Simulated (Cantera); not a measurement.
What does this Cantera script print?

```python
import numpy as np
import cantera as ct

gas_names = [...]  # 110 gases of nasa_gas.yaml made of C, H, O
cond_names = """
    C(gr) C6H6(L) C7H8(L) C8H18(L),n-octa H2O(s) H2O(L)
""".split()


# ... load() reads the species with a 1 bar reference pressure and builds the phases ...
atoms = {
    'acetone': {'C': 3, 'H': 6, 'O': 1},
    'O2': {'O': 2},
    'H2': {'H': 2},
}
top_T = {'C(gr)': 4500}  # K; cautious upper limits of use, not melting points


# ... equilibrate(T, P, feed) seeds the gas with the atoms and calls Mixture.equilibrate('TP', solver="vcs", rtol=1e-11, max_steps=5000) ...
results = []
feed = {'acetone': 1, 'O2': 0.072, 'H2': 20}  # mol
T = 2350  # K
for P in [10, 100, 1000, 10000, 100000, 1000000, 10000000]:
    mix = equilibrate(T, P, feed)
    results.append((T, P, feed, dict(zip(mix.species_names, mix.species_moles))))
    x = sorted(zip(gas.X, gas.species_names), reverse=True)
    print(f"T = {T:g} K  P = {P:g} Pa  gas = {mix.phase_moles(0):.4g} mol")
    print("   x: " + "  ".join(f"{s} {v:.3e}" for v, s in x if v > 0.001))
    print("   condensed (mol): " + ("  ".join(f"{mix.phase(i).name} {mix.phase_moles(i):.4g}"
          for i in range(1, mix.n_phases) if mix.phase_moles(i) > 1e-12) or "none"))
```

It prints:

```
T = 2350 K  P = 10 Pa  gas = 36.46 mol
   x: H 6.741e-01  H2 2.921e-01  CO 3.138e-02  C2H2,acetylene 1.612e-03
   condensed (mol): C(gr) 1.669
T = 2350 K  P = 100 Pa  gas = 28.67 mol
   x: H2 6.407e-01  H 3.157e-01  CO 3.990e-02  C2H2,acetylene 3.535e-03
   condensed (mol): C(gr) 1.643
T = 2350 K  P = 1000 Pa  gas = 25.6 mol
   x: H2 8.366e-01  H 1.141e-01  CO 4.468e-02  C2H2,acetylene 4.616e-03
   condensed (mol): C(gr) 1.616
T = 2350 K  P = 10000 Pa  gas = 24.61 mol
   x: H2 9.108e-01  CO 4.649e-02  H 3.764e-02  C2H2,acetylene 5.025e-03
   condensed (mol): C(gr) 1.606
T = 2350 K  P = 100000 Pa  gas = 24.29 mol
   x: H2 9.354e-01  CO 4.710e-02  H 1.206e-02  C2H2,acetylene 5.161e-03
   condensed (mol): C(gr) 1.598
T = 2350 K  P = 1e+06 Pa  gas = 24.14 mol
   x: H2 9.417e-01  CO 4.736e-02  C2H2,acetylene 5.195e-03  H 3.827e-03  CH4 1.726e-03
   condensed (mol): C(gr) 1.556
T = 2350 K  P = 1e+07 Pa  gas = 23.74 mol
   x: H2 9.277e-01  CO 4.803e-02  CH4 1.675e-02  C2H2,acetylene 5.118e-03  H 1.201e-03
   condensed (mol): C(gr) 1.176
```

Equilibrium computed with Cantera from the NASA thermochemical tables; the gas is ideal and each condensed phase is pure. The feed counts by its element totals alone. The ideal-gas law is rough above about 30 bar.
